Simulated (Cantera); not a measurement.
# Ignition delay

Mixture: CH4 : H2 : O2 : N2 = 1 : 0.13 : 1.15 : 4.59 (molar parts), at 0.400 bar, adiabatic and at constant pressure. Ignition delay is the time to a rise of 400 K.

Cantera simulation using GRI-Mech 3.0 (53 species, 325 reactions); the numbers are that mechanism's predictions, not measurements.

```csv
T0 (K),delay (ms)
1225,29.8
1325,9.50
1425,3.40
1525,1.41
1625,0.666
1725,0.350
1825,0.199
1925,0.121
2025,0.0769
```

```yaml
apparent activation energy between 1825 and 2025 K: 150 kJ/mol
```
